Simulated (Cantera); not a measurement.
Standard-state values (1 bar) from the NASA 1993 polynomials, evaluated with Cantera. Values are per mole of reaction as written; species without (g) are pure solids or liquids, kept so even where they would boil at 1 bar.

2 Cu2O + 2 HF(g) ⇌ 4 Cu + F2(g) + H2O2(g)

```tsv
T (K)	ΔH° (kJ)	ΔS° (J/K)	ΔG° (kJ)	log10 K
575	746.8	29.6	729.8	-66.30
675	?	?	?	?
775	744.8	26.4	724.3	-48.81
875	?	?	?	?
975	742.9	24.3	719.2	-38.53
1075	?	?	?	?
1175	741.2	22.7	714.5	-31.76
1275	740.3	22.0	712.3	-29.18
```

Question: Some entries are withheld; supply them.

Answer: 
- 675, ΔH° (kJ): 745.8
- 675, ΔS° (J/K): 27.8
- 675, ΔG° (kJ): 727.0
- 675, log10 K: -56.25
- 875, ΔH° (kJ): 743.8
- 875, ΔS° (J/K): 25.3
- 875, ΔG° (kJ): 721.7
- 875, log10 K: -43.08
- 1075, ΔH° (kJ): 742.0
- 1075, ΔS° (J/K): 23.5
- 1075, ΔG° (kJ): 716.8
- 1075, log10 K: -34.83
